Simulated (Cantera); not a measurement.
Mixture: CH₄ : H₂ : O₂ : N₂ : CO₂ = 1 : 1.1 : 2.12 : 7.99 : 1.1 (molar parts), at 19.0 bar, adiabatic and at constant pressure. Ignition delay is the time to a rise of 400 K.

Detailed kinetics in Cantera: GRI-Mech 3.0 (53 species, 325 reactions). The pressure lies above the range GRI-Mech 3.0 was tuned for (to about 10 atm). Below about 1000 K GRI-Mech 3.0 lacks low-temperature oxidation paths. Below about 950 K walls govern HO2 and H2O2 in real vessels.

Problem. Predict: delay at 850 K; delay at 1050 K; delay at 1250 K; delay at 1450 K; delay at 1650 K; apparent activation energy between 1550 and 1750 K.

Solution. 
| Property | Result |
|---|---|
| delay at 850 K | 0.498 s |
| delay at 1050 K | 3.04 ms |
| delay at 1250 K | 0.103 ms |
| delay at 1450 K | 18.5 µs |
| delay at 1650 K | 6.15 µs |
| apparent activation energy between 1550 and 1750 K | 110 kJ/mol |
